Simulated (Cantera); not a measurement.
**Thermodynamics of silicon epitaxy and polysilicon growth, feed Si3H8 + N2**

Input: 1 mol Si3H8, 120 mol N2.

Method: chemical equilibrium by Gibbs-energy minimisation in Cantera with the NASA 1993 tables (ideal gas, pure condensed phases). Candidate condensed phases: Si, Si3N4; 18 gas species. The feed counts by its element totals alone. The numbers say what is thermodynamically allowed, not how fast it happens.

Problem. Map the stable condensed phases over T = 1275, 1300, 1325, 1350, 1375, 1400, 1425, 1450, 1475, 1500, 1525, 1550 °C and P in Pa = 100, 210, 460, 980, 2100, 4500, 9600, 20000, 44000, 94000, 200000.

Solution. 
```
T in °C \ P in Pa
            100    210    460    980   2100   4500   9600  20000  44000  94000 200000
   1550       A      A      A      A      B      B      B      B      B      B      B
   1525       A      A      A      B      B      B      B      B      B      B      B
   1500       A      A      A      B      B      B      B      B      B      B      B
   1475       A      A      B      B      B      B      B      B      B      B      B
   1450       A      A      B      B      B      B      B      B      B      B      B
   1425       A      B      B      B      B      B      B      B      B      B      B
   1400       A      B      B      B      B      B      B      B      B      B      B
   1375       B      B      B      B      B      B      B      B      B      B      B
   1350       B      B      B      B      B      B      B      B      B      B      B
   1325       B      B      B      B      B      B      B      B      B      B      B
   1300       B      B      B      B      B      B      B      B      B      B      B
   1275       B      B      B      B      B      B      B      B      B      B      B
```
A: Si; B: Si3N4.
